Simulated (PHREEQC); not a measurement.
**Spent oxide etchant: an equilibrium model**

Solution (25 °C): 0.083 mol/kgw HF, 0.038 mol/kgw H2SiF6, 0.00033 mol/kgw H3PO4 and 0.079 mol/kgw HCl. Closed to the air; pH follows from the charge balance.

The numbers come from PHREEQC with the ion-association model, phreeqc.dat.

No solid was allowed to form.

Q: Predict the pH.

A: pH 0.91.

Q: In which forms is F present?

A: SiF6-2 73 %, HF 26 % of the F.

SiF6-2 is the database's only silicon fluoride.
